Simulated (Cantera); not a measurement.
Source: NASA polynomial tables (part measured, part estimated), evaluated in Cantera. Values are per mole of reaction as written; species without (g) are pure solids or liquids, kept so even where they would boil at 1 bar.

1.333 Ti + O2(g) = 0.6667 Ti2O3

| T (K) | ΔH° (kJ) | ΔS° (J/K) | ΔG° (kJ) | log10 K | condensed phases |
|---|---|---|---|---|---|
| 1825 | (withheld) | (withheld) | (withheld) | (withheld) | Ti(β), Ti2O3(s) |
| 1925 | -988.7 | -164.9 | -671.2 | 18.21 | Ti(β), Ti2O3(s) |
| 2025 | -1007.8 | -174.8 | -653.9 | 16.87 | Ti(l), Ti2O3(s) |
| 2125 | (withheld) | (withheld) | (withheld) | (withheld) | Ti(l), Ti2O3(l) |
| 2225 | (withheld) | (withheld) | (withheld) | (withheld) | Ti(l), Ti2O3(l) |
| 2325 | -937.0 | -141.3 | -608.5 | 13.67 | Ti(l), Ti2O3(l) |

Task: What belongs in the gaps?

Result: 
- 1825, ΔH° (kJ): -989.9
- 1825, ΔS° (J/K): -165.6
- 1825, ΔG° (kJ): -687.7
- 1825, log10 K: 19.68
- 2125, ΔH° (kJ): -937.8
- 2125, ΔS° (J/K): -141.7
- 2125, ΔG° (kJ): -636.8
- 2125, log10 K: 15.65
- 2225, ΔH° (kJ): -937.4
- 2225, ΔS° (J/K): -141.5
- 2225, ΔG° (kJ): -622.6
- 2225, log10 K: 14.62
